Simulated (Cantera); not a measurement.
An isothermal, constant-pressure homogeneous reactor starts with 82.6 % NH3, 17.4 % H2, at 2000 K and 0.132 atm.

Model: the gas-phase N/H chemistry of the illustrative SiF4/NH3 mechanism in the Surface Chemkin manual (1991), integrated in Cantera. Walls and surfaces, which speed up NH3 decomposition in real reactors, are not modelled.

One state of this run: x NH3 = 0.692; x H2 = 0.270; x NH = 1.47e-5; x N2H4 = 6.66e-8; x NH2 = 0.00104; x N2 = 0.0363. x: mole fraction; the columns are a selection and need not sum to one.

Task: Which value of t (s) does it belong to?
A) 0.199
B) 7.93
C) 1.26
D) 0.0316

Result: D, 0.0316
